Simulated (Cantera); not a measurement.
Charge: 1 mol Zr, 2.4 mol NH3, 1.7 mol H2, held at 2252 °C and 1.50 Pa.

Equilibrium computed with Cantera from the NASA thermochemical tables; the gas is ideal and each condensed phase is pure. Candidate condensed phases: Zr, ZrN; 11 gas species. Rates play no part.

Base state: H 0.813, N2 0.0949, Zr 0.0791, H2 0.0126, N 2.92e-5 (mole fractions); condensed: gas only.

Problem. What changes in the equilibrium state with this change: temperature from 2252 °C to 2100 °C?

Solution. 
```csv
species,before,after
H,0.813,0.847
N2,0.0949,0.0747
H2,0.0126,0.0551
Zr,0.0791,0.0230
N,2.92e-5,5.99e-6
"ZrN(s), mol",0,0.745
```
ZrN: taken at fixed stoichiometry.
